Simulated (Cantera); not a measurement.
Input (Python, Cantera):

```python
import numpy as np
import cantera as ct

gas = ct.Solution("h2o2.yaml")
gas.TPX = 1350, 15000, {'H2': 0.8, 'O2': 1, 'N2': 1.5}
reactor = ct.IdealGasConstPressureReactor(gas, energy="off", clone=False)
net = ct.ReactorNet([reactor])
net.rtol, net.atol = 1e-08, 1e-18
show = ['H2', 'O2', 'H2O2', 'O', 'HO2', 'H2O']
times = np.geomspace(4e-05, 8, 13)

steps = ct.SolutionArray(gas, extra=["t"])
rows = []
print(f"{'t/s':>10s}{'T/K':>9s}{'P/Pa':>11s}" + "".join(f"{s:>11s}" for s in show))
for t in times:
    while net.time < t:
        t_next = net.step()
        steps.append(gas.state, t=t_next)
    rows.append([np.interp(t, steps.t, y) for y in (steps.T, steps.P, *steps(*show).X.T)])
    print(f"{t:10.3e}{rows[-1][0]:9.1f}{rows[-1][1]:11.4g}" + "".join(f"{x:11.3e}" for x in rows[-1][2:]))
rate = np.gradient(steps.T, steps.t)
print("integrator steps:", len(steps.t))
if steps.T.max() > steps.T[0] + 200:
    print(f"time of steepest temperature rise: {steps.t[rate.argmax()]:.4e} s")
gas.TPX = 1350, 15000, {'H2': 0.8, 'O2': 1, 'N2': 1.5}
gas.equilibrate("TP")
print(f"equilibrium (TP): T = {gas.T:.1f} K  " + "  ".join(f"{s} {gas[s].X[0]:.3e}" for s in show))
```

Output:

```
       t/s      T/K       P/Pa         H2         O2       H2O2          O        HO2        H2O
 4.000e-05   1350.0    1.5e+04  2.424e-01  3.030e-01  6.205e-09  7.936e-06  6.905e-07  3.507e-05
 1.106e-04   1350.0    1.5e+04  3.817e-02  2.016e-01  1.994e-06  4.166e-02  2.504e-05  1.523e-01
 3.059e-04   1350.0    1.5e+04  1.592e-02  1.977e-01  2.236e-06  2.701e-02  2.924e-05  2.181e-01
 8.459e-04   1350.0    1.5e+04  4.101e-03  2.038e-01  1.910e-06  5.883e-03  2.646e-05  2.642e-01
 2.339e-03   1350.0    1.5e+04  4.352e-04  2.062e-01  6.879e-07  5.977e-04  9.268e-06  2.742e-01
 6.469e-03   1350.0    1.5e+04  5.333e-05  2.067e-01  2.019e-07  7.587e-05  1.764e-06  2.754e-01
 1.789e-02   1350.0    1.5e+04  1.008e-05  2.068e-01  6.427e-08  1.508e-05  4.029e-07  2.757e-01
 4.947e-02   1350.0    1.5e+04  2.583e-06  2.069e-01  2.220e-08  3.998e-06  1.267e-07  2.758e-01
 1.368e-01   1350.0    1.5e+04  8.284e-07  2.069e-01  8.548e-09  1.303e-06  6.647e-08  2.758e-01
 3.783e-01   1350.0    1.5e+04  3.866e-07  2.069e-01  4.489e-09  6.041e-07  5.971e-08  2.758e-01
 1.046e+00   1350.0    1.5e+04  3.226e-07  2.069e-01  3.863e-09  5.002e-07  6.042e-08  2.758e-01
 2.893e+00   1350.0    1.5e+04  3.217e-07  2.069e-01  3.855e-09  4.988e-07  6.043e-08  2.758e-01
 8.000e+00   1350.0    1.5e+04  3.217e-07  2.069e-01  3.855e-09  4.988e-07  6.043e-08  2.758e-01
integrator steps: 1925
equilibrium (TP): T = 1350.0 K  H2 3.217e-07  O2 2.069e-01  H2O2 3.855e-09  O 4.988e-07  HO2 6.043e-08  H2O 2.758e-01
```

Model: the H2/O2 subset of GRI-Mech 3.0, which has no nitrogen chemistry, integrated in Cantera. The temperature is held fixed by assumption; the heat of reaction is taken as removed at once.
